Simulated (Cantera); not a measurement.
What does this Cantera script print?

```python
import numpy as np
import cantera as ct

gas = ct.Solution("gri30.yaml")
gas.TPX = 1275, 1900000, {'CH4': 1, 'CO': 0.13, 'O2': 1.72, 'N2': 11.9, 'CO2': 0.96}
reactor = ct.IdealGasConstPressureReactor(gas, energy="on", clone=False)
net = ct.ReactorNet([reactor])
net.rtol, net.atol = 1e-08, 1e-16
show = ['CH4', 'CO', 'O2', 'C2H4', 'O', 'NO']
times = np.geomspace(2e-06, 6, 12)

steps = ct.SolutionArray(gas, extra=["t"])
rows = []
print(f"{'t/s':>10s}{'T/K':>9s}{'P/Pa':>11s}" + "".join(f"{s:>11s}" for s in show))
for t in times:
    while net.time < t:
        t_next = net.step()
        steps.append(gas.state, t=t_next)
    rows.append([np.interp(t, steps.t, y) for y in (steps.T, steps.P, *steps(*show).X.T)])
    print(f"{t:10.3e}{rows[-1][0]:9.1f}{rows[-1][1]:11.4g}" + "".join(f"{x:11.3e}" for x in rows[-1][2:]))
rate = np.gradient(steps.T, steps.t)
print("integrator steps:", len(steps.t))
if steps.T.max() > steps.T[0] + 200:
    print(f"time of steepest temperature rise: {steps.t[rate.argmax()]:.4e} s")
gas.TPX = 1275, 1900000, {'CH4': 1, 'CO': 0.13, 'O2': 1.72, 'N2': 11.9, 'CO2': 0.96}
gas.equilibrate("HP")
print(f"equilibrium (HP): T = {gas.T:.1f} K  " + "  ".join(f"{s} {gas[s].X[0]:.3e}" for s in show))
```

Result:

```
       t/s      T/K       P/Pa        CH4         CO         O2       C2H4          O         NO
 2.000e-06   1275.0    1.9e+06  6.365e-02  8.275e-03  1.095e-01  6.417e-14  1.685e-10  1.020e-18
 7.760e-06   1275.0    1.9e+06  6.365e-02  8.275e-03  1.095e-01  5.723e-12  2.293e-10  4.844e-18
 3.011e-05   1275.0    1.9e+06  6.365e-02  8.275e-03  1.095e-01  6.428e-10  5.885e-10  3.523e-17
 1.168e-04   1275.1    1.9e+06  6.363e-02  8.273e-03  1.095e-01  6.795e-08  2.134e-09  5.320e-16
 4.533e-04   1275.8    1.9e+06  6.349e-02  8.271e-03  1.094e-01  1.284e-06  3.579e-09  5.671e-15
 1.759e-03   1290.7    1.9e+06  6.106e-02  8.688e-03  1.075e-01  8.075e-05  2.696e-08  2.909e-13
 6.823e-03   2299.7    1.9e+06  4.208e-13  3.564e-02  5.086e-05  2.593e-20  8.154e-06  8.751e-05
 2.647e-02   2298.6    1.9e+06  4.299e-13  3.573e-02  4.986e-05  2.671e-20  8.025e-06  2.137e-04
 1.027e-01   2298.4    1.9e+06  4.315e-13  3.574e-02  4.970e-05  2.685e-20  8.005e-06  2.346e-04
 3.986e-01   2298.4    1.9e+06  4.315e-13  3.574e-02  4.970e-05  2.685e-20  8.005e-06  2.346e-04
 1.546e+00   2298.4    1.9e+06  4.315e-13  3.574e-02  4.970e-05  2.685e-20  8.005e-06  2.346e-04
 6.000e+00   2298.4    1.9e+06  4.315e-13  3.574e-02  4.970e-05  2.685e-20  8.005e-06  2.346e-04
integrator steps: 2334
time of steepest temperature rise: 2.4039e-03 s
equilibrium (HP): T = 2298.4 K  CH4 4.776e-13  CO 3.574e-02  O2 4.970e-05  C2H4 2.863e-20  O 8.005e-06  NO 2.346e-04
```

Cantera simulation using GRI-Mech 3.0 (53 species, 325 reactions); the numbers are that mechanism's predictions, not measurements. The pressure lies above the range GRI-Mech 3.0 was tuned for (to about 10 atm).
